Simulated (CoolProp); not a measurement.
Vapour-liquid equilibrium of CH2F2 (R32) (1) + R1234yf (2) at 295.6 K; x and y are mole fractions of (1).

Computed with CoolProp (multi-fluid Helmholtz-energy mixture model, Tillner-Roth 1997 and Lemmon 2022; pair parameters Bell 2023).

### Question
Give the bubble pressure and the first vapour's composition at x = 0.2, 0.35, 0.95. Is there an azeotrope?

### Answer
x = 0.2: 899.5 kPa, y = 0.391; x = 0.35: 1074 kPa, y = 0.559; x = 0.95: 1552 kPa, y = 0.963. No azeotrope shows between x = 0.05 and 0.95.

Pair parameters are fitted to limited data, so mixtures are less certain than the pure fluids.
